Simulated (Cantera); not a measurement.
A closed system holds: 1 mol C2H6, 7.9 mol H2, 40 mol N2, at 1173.15 K.

Equilibrium computed with Cantera from the NASA thermochemical tables; the gas is ideal and each condensed phase is pure. Candidate condensed phases: C, C6H6, C7H8, C8H18; 92 gas species. Kinetics and transport are ignored.

At 10.0 Pa, list the 3 most abundant gas species with their mole fractions, and the condensed phases.

N2 0.786, H2 0.214, HCN 2.25e-5. Condensed: C(graphite).
